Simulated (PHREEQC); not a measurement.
0.11 g of hydrous ferric oxide (600 m²/g; 0.2 weak and 0.005 strong sites per Fe, Dzombak-Morel constants, diffuse double layer) in 1 kg of water with 0.001 mol/kgw of an inert sodium salt, at 25 °C; the pH is set by adding NaOH or the inert anion's acid. O2 is buffered at 0.21 atm. No CO2 enters from the air. Nothing may precipitate in this run.

Base run: PHREEQC, ion-association model, wateq4f.dat. Each further column changes one thing. The table gives surface charge σ (C/m²).

```tsv
pH	base	background salt from 0.001 to 0.0001 mol/kgw	oxide from 0.11 to 0.55 g/kgw	0.00037 mol/kgw ZnSO4 added
4	0.118	0.068	0.123	0.017
4.67	0.068	0.030	0.070	0.016
5.33	0.037	0.014	0.038	0.014
6	0.019	0.006	0.019	0.011
6.67	0.009	0.003	0.009	0.010
7.33	0.004	0.001	0.004	0.012
8.67	-0.003	-0.001	-0.003	0.012
9.33	-0.007	-0.002	-0.007	0.005
10	-0.015	-0.007	-0.016	0.001
10.67	-0.035	-0.024	-0.036	-0.004
11.33	-0.085	-0.076	-0.086	-0.017
12	-0.200	-0.196	-0.201	-0.077
```

 In at least one series the solution becomes supersaturated in solids that the run did not let form, among them Zincite(c), Zn4(OH)6SO4.
